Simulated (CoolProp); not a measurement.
Properties of cyclohexane at several states.

Values from CoolProp's reference Helmholtz-energy equation of state, Zhou 2014.

```
T (°C)  p (MPa)   phase          Z  speed of sound (m/s)  expansivity (1/kK)  viscosity (µPa s)
------  -------  ------  ---------  --------------------  ------------------  -----------------
16.15    0.0143  liquid  0.0006396                  1299               1.198               1040
296.85   0.0515     gas     0.9961                 241.1               1.776               12.6
215.35   0.0813     gas     0.9899                     ?               2.115               10.9
204.65    0.347     gas     0.9519                 212.6                   ?                  ?
179.75    0.122     gas     0.9804                 213.0               2.354                  ?
107.35   0.0176     gas     0.9951                     ?               2.672               8.70
```

Q: What belongs in the gaps?

A: 
- 215.35, speed of sound (m/s): 222.7
- 204.65, expansivity (1/kK): 2.454
- 204.65, viscosity (µPa s): 10.8
- 179.75, viscosity (µPa s): 10.2
- 107.35, speed of sound (m/s): 199.0

Viscosity comes from a separate model (Tariq 2014).
